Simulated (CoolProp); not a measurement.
The numbers come from the reference Helmholtz-energy equation of state, Schmidt 1985 in CoolProp.

Question: Give the vapour pressure (MPa), vapour density (kg/m³), liquid viscosity (µPa s), vapour viscosity (µPa s) of saturated oxygen at 107.1, 110.2, 119.6 K.

Answer: 
| T (K) | p (MPa) | vapour density (kg/m³) | liquid viscosity (µPa s) | vapour viscosity (µPa s) |
|---|---|---|---|---|
| 107.1 | 0.442 | 17.5 | 130 | 8.30 |
| 110.2 | 0.551 | 21.6 | 121 | 8.56 |
| 119.6 | 0.999 | 38.4 | 98.3 | 9.39 |

Viscosity comes from a separate model (Lemmon 2004).
